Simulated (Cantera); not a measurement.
Cantera run:

```python
import numpy as np
import cantera as ct

gas_names = """
    CL CL2 H HCL H2 N NH NH2 NH3 N2 N2H2 N2H4 Na NaCL NaH Na2 Na2CL2
""".split()
cond_names = """
    NH4CL(a) NH4CL(b) Na(cr) Na(L) NaCL(s) NaCL(L)
""".split()


# ... load() reads the species with a 1 bar reference pressure and builds the phases ...
atoms = {
    'NaCl': {'Na': 1, 'CL': 1},
    'HCl': {'H': 1, 'CL': 1},
    'N2': {'N': 2},
}
top_T = {}  # K; cautious upper limits of use, not melting points


# ... equilibrate(T, P, feed) seeds the gas with the atoms and calls Mixture.equilibrate('TP', solver="vcs", rtol=1e-11, max_steps=5000) ...
results = []
feed = {'NaCl': 1, 'HCl': 0.32, 'N2': 0.11}  # mol
T = 1848  # K
P = 1000  # Pa
mix = equilibrate(T, P, feed)
results.append((T, P, feed, dict(zip(mix.species_names, mix.species_moles))))
print(gas.report(threshold=1e-05))
for i in range(1, mix.n_phases):
    print(f"{mix.phase(i).name:16s} {mix.phase_moles(i):12.5e} mol")
```

Result:

```
       temperature   1848 K
          pressure   1000 Pa
           density   0.0033102 kg/m^3
  mean mol. weight   50.861 kg/kmol
   phase of matter   gas

                          1 kg             1 kmol
                     ---------------   ---------------
          enthalpy       -1.7316e+06       -8.8069e+07  J
   internal energy       -2.0337e+06       -1.0343e+08  J
           entropy              6422        3.2663e+05  J/K
    Gibbs function       -1.3599e+07       -6.9168e+08  J
 heat capacity c_p            736.33             37451  J/K
 heat capacity c_v            572.86             29136  J/K

                      mass frac. Y      mole frac. X     chem. pot. / RT
                     ---------------   ---------------   ---------------
                CL         0.0083268          0.011947           -23.661
                 H        7.5076e-06        0.00037882           -14.557
               HCL           0.15182           0.21179           -38.218
                H2        0.00020234         0.0051047           -29.114
                N2          0.042105          0.076443           -33.854
                Na        0.00062225         0.0013766           -25.162
              NaCL           0.79549           0.69233           -48.824
            Na2CL2         0.0014143        0.00061545           -97.647
     [   +9 minor]        1.2868e-05        9.2753e-06

Na(L)             0.00000e+00 mol
NaCL(L)           0.00000e+00 mol
```

Equilibrium computed with Cantera from the NASA thermochemical tables; the gas is ideal and each condensed phase is pure.
